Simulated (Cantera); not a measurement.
**Gas activation for diamond growth**

An isothermal, constant-pressure homogeneous reactor starts with 1.37 % CH₄, 97.7 % H₂, 0.977 % N₂, at 2275 K and 14000 Pa.

Detailed kinetics in Cantera: GRI-Mech 3.0 (53 species, 325 reactions). GRI-Mech 3.0 stops at C3 and has no aromatics, soot or wall deposition, so with more carbon than oxygen in the feed, carbon stays in small species such as C2H2 where larger ones or solid carbon would form.

```
t (s)        x CH₄   x H₂    x C₂H₂    x C₂H₆    x CH₂
--------  --------  -----  --------  --------  -------
4.00e-6     0.0136  0.976  2.45e-11  5.08e-10  6.73e-9
2.65e-5     0.0134  0.976   4.01e-8   2.82e-8  2.54e-7
0.000176    0.0122  0.972   5.44e-5   5.79e-7  8.54e-6
0.00117    0.00493  0.965   0.00347   3.67e-7  3.12e-5
0.00776   0.000444  0.963   0.00636   3.90e-9  5.51e-6
0.0515     5.52e-5  0.961   0.00662  7.10e-11  8.33e-7
0.342      3.85e-5  0.961   0.00663  3.74e-11  5.85e-7
2.27       3.84e-5  0.961   0.00661  3.73e-11  5.84e-7
15.1       3.81e-5  0.961   0.00648  3.66e-11  5.78e-7
100        3.63e-5  0.961   0.00585  3.32e-11  5.52e-7
```
x: mole fraction; the columns are a selection and need not sum to one.

Equilibrium at this temperature and pressure: CH₄ 3.19e-5, H₂ 0.961, C₂H₂ 0.00444, C₂H₆ 2.56e-11, CH₂ 4.85e-7 (gas phase only).
